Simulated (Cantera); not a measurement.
Input: 1 mol MgO, 0.67 mol C, 11 mol H2, held at 2.10 bar.

Cantera equilibrium calculation (NASA polynomials, part measured and part estimated; ideal gas, pure solids and liquids). Candidate condensed phases: C, C6H6, C7H8, C8H18, H2O, Mg, MgCO3, MgO, Mg(OH)2; 116 gas species. Kinetics and transport are ignored.

### Question
Which condensed phases are stable at each of these points (T (°C)): 1102, 1152, 1202, 1252, 1302, 1352, 1402, 1452, 1502, 1552, 1602, 1652?

### Answer
| T (°C) | condensed phases | Mg condensed (%) |
|---|---|---|
| 1102 | C(graphite) + MgO(s) | 100.0 |
| 1152 | C(graphite) + MgO(s) | 99.9 |
| 1202 | C(graphite) + MgO(s) | 99.7 |
| 1252 | C(graphite) + MgO(s) | 99.4 |
| 1302 | C(graphite) + MgO(s) | 98.7 |
| 1352 | C(graphite) + MgO(s) | 97.3 |
| 1402 | C(graphite) + MgO(s) | 94.6 |
| 1452 | C(graphite) + MgO(s) | 89.7 |
| 1502 | C(graphite) + MgO(s) | 80.8 |
| 1552 | C(graphite) + MgO(s) | 65.1 |
| 1602 | C(graphite) + MgO(s) | 37.5 |
| 1652 | MgO(s) | 33.6 |

From 1102 °C to 1602 °C the condensed part is C(graphite) + MgO(s). At 1652 °C the condensed part is MgO(s).
